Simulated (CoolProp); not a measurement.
Saturation properties of n-dodecane.

Computed with CoolProp (reference Helmholtz-energy equation of state, Lemmon 2004). It is a short technical equation, of lower accuracy than the large ones.

| T (K) | p (bar) | liquid cp (kJ/(kg K)) | vapour Z | vapour viscosity (µPa s) |
|---|---|---|---|---|
| 428.7 | 0.1838 | 2.711 | 0.9791 | 6.47 |
| 440.1 | 0.2651 | 2.758 | 0.9727 | 6.65 |
| 451.6 | 0.3745 | 2.805 | 0.9648 | 6.83 |
| 463 | 0.5164 | 2.853 | 0.9556 | 7.00 |
| 474.5 | 0.7003 | 2.901 | 0.9446 | 7.18 |
| 485.9 | 0.9307 | 2.949 | 0.9321 | 7.36 |
| 497.4 | 1.220 | 2.998 | 0.9175 | 7.53 |
| 508.8 | 1.572 | 3.048 | 0.9012 | 7.71 |
| 520.3 | 2.004 | 3.099 | 0.8826 | 7.89 |
| 531.7 | 2.517 | 3.151 | 0.8619 | 8.08 |
| 543.2 | 3.133 | 3.205 | 0.8386 | 8.26 |
| 554.6 | 3.853 | 3.262 | 0.8129 | 8.46 |
| 566.1 | 4.702 | 3.323 | 0.7842 | 8.67 |
| 577.5 | 5.681 | 3.389 | 0.7527 | 8.89 |
| 589 | 6.821 | 3.464 | 0.7173 | 9.14 |

It boils at 489.4 K under 1 atm.

Viscosity comes from a separate model (Huber 2004).
